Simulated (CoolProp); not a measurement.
Methane at 360.49 K and 0.216 MPa flows at 0.44 m/s in a round tube of 1 mm bore and 45 µm roughness, fully developed (64/Re and Nu = 3.66 if laminar; Colebrook and Gnielinski if turbulent). Each further row changes one setting.

Model: reference Helmholtz-energy equation of state, Setzmann 1991, in CoolProp.

```json
[
 {"case": "as stated", "Reynolds number": "___", "Darcy friction factor": "___", "pressure drop (Pa/m)": "185", "heat-transfer coefficient (W/(m² K))": "159", "mass flow (kg/h)": "0.00144"},
 {"case": "velocity 0.88 m/s", "Reynolds number": "77.7", "Darcy friction factor": "0.824", "pressure drop (Pa/m)": "___", "heat-transfer coefficient (W/(m² K))": "159", "mass flow (kg/h)": "0.00288"},
 {"case": "diameter 2 mm", "Reynolds number": "77.7", "Darcy friction factor": "0.824", "pressure drop (Pa/m)": "46.2", "heat-transfer coefficient (W/(m² K))": "79.6", "mass flow (kg/h)": "___"}
]
```

Some entries are withheld; supply them.


- as stated, Reynolds number: 38.8
- as stated, Darcy friction factor: 1.65
- velocity 0.88 m/s, pressure drop (Pa/m): 369
- diameter 2 mm, mass flow (kg/h): 0.00576

Viscosity comes from a separate model (Quiñones-Cisneros 2006). Thermal conductivity comes from a separate model (Friend 1989).
